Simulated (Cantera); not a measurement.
A perfectly stirred reactor is fed with H2 : O2 : N2 = 1 : 0.943 : 3.55 (molar parts), equivalence ratio 0.53, at 0.947 atm; it is adiabatic with a 800 K inlet, and is followed from long to short residence time, starting on the burning branch (τ in s: 0.22, 0.092, 0.039, 0.016, 0.0069, 0.0029, 0.0012, 0.00051, 0.00022, 9.1e-05, 3.9e-05, 1.6e-05, 6.9e-06).

Model: the H2/O2 subset of GRI-Mech 3.0, which has no nitrogen chemistry, integrated in Cantera.

One state of this run: T (K) = 2104; x H2 = 0.000696; x O2 = 0.0874; x H = 0.000138; x OH = 0.00477; x H2O = 0.197. x: mole fraction; the columns are a selection and need not sum to one.

Problem. Which value of τ (s) does it belong to?
A. 0.0012
B. 1.6e-5
C. 0.092
D. 0.039

Solution. D, 0.039
